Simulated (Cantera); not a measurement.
# N2O furnace oxynitridation

An isothermal, constant-pressure homogeneous reactor starts with 29.4 % N₂O, 70.6 % N₂, at 1425 K and 0.0330 bar.

Cantera simulation using GRI-Mech 3.0 (53 species, 325 reactions); the numbers are that mechanism's predictions, not measurements. GRI-Mech 3.0 was tuned for natural gas; its chemistry of N2O as a main component is partial and can be far from experiment. Radical loss at walls, strong at low pressure, is not modelled. The temperature is held fixed by assumption; the heat of reaction is taken as removed at once.

```tsv
t (s)	x N₂O	x NO	x O	x N₂	x O₂
0.000300	0.294	4.81e-6	2.07e-5	0.706	9.06e-6
0.000615	0.294	1.55e-5	2.89e-5	0.706	2.93e-5
0.00126	0.294	4.29e-5	3.30e-5	0.706	8.08e-5
0.00259	0.294	0.000102	3.36e-5	0.706	0.000193
0.00531	0.293	0.000224	3.36e-5	0.706	0.000422
0.0109	0.291	0.000473	3.36e-5	0.707	0.000891
0.0223	0.289	0.000980	3.36e-5	0.708	0.00185
0.0458	0.283	0.00200	3.36e-5	0.711	0.00377
0.0940	0.272	0.00403	3.36e-5	0.716	0.00759
0.193	0.251	0.00791	3.35e-5	0.726	0.0149
0.395	0.213	0.0149	3.35e-5	0.744	0.0280
0.811	0.153	0.0257	3.33e-5	0.773	0.0486
1.66	0.0798	0.0390	3.28e-5	0.807	0.0739
3.41	0.0225	0.0492	3.01e-5	0.835	0.0938
7.00	0.00239	0.0523	1.60e-5	0.844	0.101
```
x: mole fraction; the columns are a selection and need not sum to one.

Equilibrium at this temperature and pressure: N₂O 8.24e-9, NO 0.000686, O 2.75e-6, N₂ 0.871, O₂ 0.128 (gas phase only).
